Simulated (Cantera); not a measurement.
A perfectly stirred reactor is fed with CH₄ : H₂ : N₂ = 0.0049 : 1 : 0.00092 (molar parts), at 13300 Pa; it is held at 1373 K, and followed from long to short residence time.

Model: GRI-Mech 3.0 (53 species, 325 reactions), integrated in Cantera. GRI-Mech 3.0 stops at C3 and has no aromatics, soot or wall deposition, so with more carbon than oxygen in the feed, carbon stays in small species such as C2H2 where larger ones or solid carbon would form.

Q: What does this change do: temperature 1373 to 2875 K?

A: 
| quantity | before | after |
|---|---|---|
| x(CH₄) at τ = 11.0 s | 0.00485 | 1.51e-6 |
| x(H₂) at τ = 11.0 s | 0.994 | 0.745 |
| x(C₂H) at τ = 11.0 s | <1e-12 | 8.09e-5 |
| x(H) at τ = 11.0 s | 8.90e-6 | 0.252 |
| x(C₂H₆) at τ = 11.0 s | 2.05e-8 | <1e-12 |
| x(CH₄) at τ = 0.140 s | 0.00487 | 2.40e-6 |
| x(H₂) at τ = 0.140 s | 0.994 | 0.752 |
| x(C₂H) at τ = 0.140 s | <1e-12 | 8.99e-5 |
| x(H) at τ = 0.140 s | 4.34e-6 | 0.245 |
| x(C₂H₆) at τ = 0.140 s | 5.47e-9 | <1e-12 |
